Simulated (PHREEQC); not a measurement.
Consider water at 20 °C with 0.02 mol/kgw H3PO4 and 0.039 mol/kgw H2SO4. Closed to the air; pH follows from the charge balance.

Equilibrium calculation in PHREEQC: ion-association model, wateq4f.dat.

```csv
quantity,before,after
pH,1.34,1.32
ionic strength (mol/kgw),0.0672,0.0695
HPO4-2 (mol/kgw),8.12e-9,1.51e-8
```

Problem. Name the change that produced these shifts.
A) H2SO4 left out
B) diluted 2-fold with water
C) H3PO4 from 0.02 to 0.04 mol/kgw
D) 0.00042 mol/kgw NaHCO3 added
E) H2SO4 from 0.039 to 0.0078 mol/kgw

Solution. C, H3PO4 from 0.02 to 0.04 mol/kgw

Precipitation was switched off in this run. H3PO4, which wateq4f.dat lacks, is added to it with the constant of phreeqc.dat.
